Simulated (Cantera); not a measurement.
Feed: 1 mol C₆H₆, 0.3 mol NH₃, held at 0.133 bar.

These are equilibrium values from Cantera (NASA tables, ideal gas, pure condensed phases), not measurements of a reactor. Candidate condensed phases: C, C₆H₆, C₇H₈, C₈H₁₈; 92 gas species. Equilibrium is a limit: real reactors are often held back by kinetics, nucleation or transport.

What share of the C ends up in condensed phases as a function of T (°C), at 277, 327, 377, 427, 477, 527, 577, 627, 677, 727?


```json
[
 {"T (°C)": "277", "C condensed (%)": "73.2", "as": "C(graphite)"},
 {"T (°C)": "327", "C condensed (%)": "75.4", "as": "C(graphite)"},
 {"T (°C)": "377", "C condensed (%)": "78.9", "as": "C(graphite)"},
 {"T (°C)": "427", "C condensed (%)": "83.8", "as": "C(graphite)"},
 {"T (°C)": "477", "C condensed (%)": "89.0", "as": "C(graphite)"},
 {"T (°C)": "527", "C condensed (%)": "93.4", "as": "C(graphite)"},
 {"T (°C)": "577", "C condensed (%)": "96.3", "as": "C(graphite)"},
 {"T (°C)": "627", "C condensed (%)": "98.0", "as": "C(graphite)"},
 {"T (°C)": "677", "C condensed (%)": "98.8", "as": "C(graphite)"},
 {"T (°C)": "727", "C condensed (%)": "99.3", "as": "C(graphite)"}
]
```
